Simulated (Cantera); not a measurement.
Ignition delay

Mixture: 5.47 % C₂H₄, 17.8 % O₂, 67.3 % N₂, 9.30 % CO₂, 0.109 % H₂, equivalence ratio 0.92, at 5.00 bar, adiabatic and at constant volume. Ignition delay is the time to a rise of 400 K.

Computed with Cantera and GRI-Mech 3.0 (53 species, 325 reactions). GRI-Mech 3.0 was tuned for natural gas; its chemistry of ethylene as a main component is partial and can be far from experiment.

| T0 (K) | delay (ms) |
|---|---|
| 1198 | 0.525 |
| 1248 | 0.177 |
| 1298 | 0.0648 |
| 1348 | 0.0291 |
| 1398 | 0.0169 |
| 1448 | 0.0115 |
| 1498 | 0.00848 |
| 1548 | 0.00659 |

apparent activation energy between 1448 and 1548 K: 100 kJ/mol
